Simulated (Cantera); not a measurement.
# Roasting and sulfation: Fe2O3 + SO3 + O2

Charge: 1 mol Fe2O3, 0.43 mol SO3, 4 mol O2, equilibrated at 748 K and 0.920 bar.

These are equilibrium values from Cantera (NASA tables, ideal gas, pure condensed phases), not measurements of a reactor. Candidate condensed phases: Fe, FeO, FeS, FeSO4, FeS2, Fe2O3, Fe2(SO4)3, Fe3O4, S; 12 gas species. The numbers say what is thermodynamically allowed, not how fast it happens.

```yaml
x(O2): 1.000
x(SO3): 0.000181
x(SO2): 1.96e-6
n(Fe2O3(s)): 0.857 mol
n(Fe2(SO4)3(s)): 0.143 mol
gas_amount: 4.001 mol
log10 activity of FeSO4(s) (absent): -1.95
log10 activity of Fe(α) (absent): -21.77
log10 activity of S(l) (absent): -26.58
```
